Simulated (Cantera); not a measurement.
Feed: 1 mol Si, 2.4 mol NF3, 0.75 mol H2, held at 13300 Pa.

These are equilibrium values from Cantera (NASA tables, ideal gas, pure condensed phases), not measurements of a reactor. Candidate condensed phases: Si, Si3N4; 37 gas species. Rates play no part.

x: gas mole fraction; nothing condenses.

```csv
T (°C),x HF,x F,x N2,x SiF4,x F2,x NF3,x H2F2
502,0.352,0.00464,0.247,0.235,0.0917,0.0703,___
577,0.335,0.0179,0.256,0.223,0.145,0.0238,___
652,0.324,0.0469,0.256,0.216,0.151,0.00573,___
727,0.314,0.0962,0.251,0.209,0.128,0.00125,___
802,0.303,0.162,0.242,0.202,0.0906,0.000248,___
877,0.292,0.226,0.234,0.195,0.0528,4.26e-5,___
952,0.285,0.271,0.228,0.190,0.0263,6.51e-6,___
1027,0.281,0.294,0.225,0.187,0.0121,9.90e-7,___
1102,0.279,0.305,0.223,0.186,0.00564,1.65e-7,___
1177,0.279,0.310,0.223,0.186,0.00274,3.17e-8,___
1252,0.278,0.312,0.223,0.185,0.00141,6.99e-9,___
1327,0.278,0.314,0.222,0.185,0.000763,1.76e-9,___
1402,0.278,0.314,0.222,0.185,0.000436,5.02e-10,___
```

Q: Fill in the missing entries.

A: 
- 502, x H2F2: 1.82e-6
- 577, x H2F2: 1.09e-6
- 652, x H2F2: 7.32e-7
- 727, x H2F2: 5.18e-7
- 802, x H2F2: 3.78e-7
- 877, x H2F2: 2.86e-7
- 952, x H2F2: 2.27e-7
- 1027, x H2F2: 1.89e-7
- 1102, x H2F2: 1.62e-7
- 1177, x H2F2: 1.43e-7
- 1252, x H2F2: 1.28e-7
- 1327, x H2F2: 1.16e-7
- 1402, x H2F2: 1.06e-7
